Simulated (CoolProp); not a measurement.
Hexamethyldisiloxane (MM) along the isotherm 525.3 K: fugacity coefficient from the reference equation and from simpler models built on Tc = 518.7 K, pc = 1.931 MPa, ω = 0.418; each cubic takes its own stable root.

Values from CoolProp's reference Helmholtz-energy equation of state, Thol 2016.

```json
[
 {"p (MPa)": "1.29", "phase": "gas", "reference": "0.7793"},
 {"p (MPa)": "2.57", "phase": "supercritical", "reference": "0.5497"},
 {"p (MPa)": "3.86", "phase": "supercritical", "reference": "0.4087"},
 {"p (MPa)": "5.15", "phase": "supercritical", "reference": "0.3391"},
 {"p (MPa)": "6.44", "phase": "supercritical", "reference": "0.2988"},
 {"p (MPa)": "7.72", "phase": "supercritical", "reference": "0.2736"},
 {"p (MPa)": "9.01", "phase": "supercritical", "reference": "0.2570"},
 {"p (MPa)": "10.3", "phase": "supercritical", "reference": "0.2460"},
 {"p (MPa)": "11.6", "phase": "supercritical", "reference": "0.2388"},
 {"p (MPa)": "12.9", "phase": "supercritical", "reference": "0.2344"},
 {"p (MPa)": "14.2", "phase": "supercritical", "reference": "0.2322"},
 {"p (MPa)": "15.4", "phase": "supercritical", "reference": "0.2317"},
 {"p (MPa)": "16.7", "phase": "supercritical", "reference": "0.2325"},
 {"p (MPa)": "18", "phase": "supercritical", "reference": "0.2346"},
 {"p (MPa)": "19.3", "phase": "supercritical", "reference": "0.2377"}
]
```

Task: How far does each simpler model (van der Waals, Redlich-Kwong, Soave-Redlich-Kwong, Peng-Robinson) lie from the reference over these 15 states: mean and median of the absolute difference, and the worst?

Result: 
- van der Waals: mean 31.6 %, median 31.7 %, worst +60.0 % at 525.3 K and 19.3 MPa
- Redlich-Kwong: mean 7.0 %, median 8.0 %, worst +9.7 % at 525.3 K and 19.3 MPa
- Soave-Redlich-Kwong: mean 8.8 %, median 9.9 %, worst +11.8 % at 525.3 K and 19.3 MPa
- Peng-Robinson: mean 1.9 %, median 1.1 %, worst -5.4 % at 525.3 K and 19.3 MPa
